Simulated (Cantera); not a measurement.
A closed system holds: 1 mol AlCl3, 14 mol NH3, 200 mol N2.

Method: chemical equilibrium by Gibbs-energy minimisation in Cantera with the NASA 1993 tables (ideal gas, pure condensed phases). Candidate condensed phases: Al, AlCl3, AlN, NH4Cl; 20 gas species. The tables' values for AlCl2 are old estimates. Kinetics and transport are ignored.

What condenses at these points (T in °C, P in Pa): (700, 37); (1200, 7200); (1600, 1900); (1000, 37); (1300, 37)?


| T (°C) | P in Pa | condensed phases | Al condensed (%) |
|---|---|---|---|
| 700 | 37 | AlN | 86.2 |
| 1200 | 7200 | AlN | 73.9 |
| 1600 | 1900 | gas only | 0.0 |
| 1000 | 37 | AlN | 71.1 |
| 1300 | 37 | gas only | 0.0 |
